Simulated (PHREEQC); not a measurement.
Consider water at 25 °C with 0.031 mol/kgw HF and 0.17 mol/kgw (CH3)4NF. Closed to the air; pH follows from the charge balance.

Model: ion-association model, phreeqc.dat, run in PHREEQC.

Precipitation was switched off in this run.

Order these F species by the share of F that they hold, largest first: F-, HF, HF2-.

F- (79 %), HF2- (12 %), HF (9.6 %)

The pH is 3.93 and the ionic strength 0.170 mol/kgw. Complexes and solids missing from the database can't appear. (CH3)4N+ isn't in the database: it is added as a free cation with an ion size of 4 Å.
